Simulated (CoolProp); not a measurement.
Vapour-liquid equilibrium of nitrogen (1) + methane (2) at -169.65 °C; x and y are mole fractions of (1).

Computed with CoolProp (multi-fluid Helmholtz-energy mixture model, Span 2000 and Setzmann 1991; pair parameters Kunz 2012).

```
x     bubble pressure, mixture model (MPa)  bubble pressure, Raoult's law (MPa)  y, mixture model  y, Raoult's law
----  ------------------------------------  -----------------------------------  ----------------  ---------------
0.05                                0.1316                              0.09563             0.631            0.515
0.15                                0.2684                               0.1892             0.826            0.780
0.25                                0.3774                               0.2827             0.882            0.870
0.35                                0.4676                               0.3762             0.910            0.916
0.45                                0.5459                               0.4697             0.928            0.943
0.55                                0.6176                               0.5633             0.941            0.961
0.65                                0.6876                               0.6568             0.953            0.974
0.75                                0.7602                               0.7503             0.965            0.984
0.85                                0.8399                               0.8439             0.978            0.991
0.95                                0.9318                               0.9374             0.992            0.997
```

The largest gap from Raoult's law is +41.9 % in bubble pressure, at x = 0.15. No azeotrope shows between x = 0.05 and 0.95.

The pair parameters rest on a limited set of measurements; away from them the model extrapolates. The gap from Raoult's law changes sign with composition, which may be real or a fault of the pair parameters; it wasn't checked against measurements.
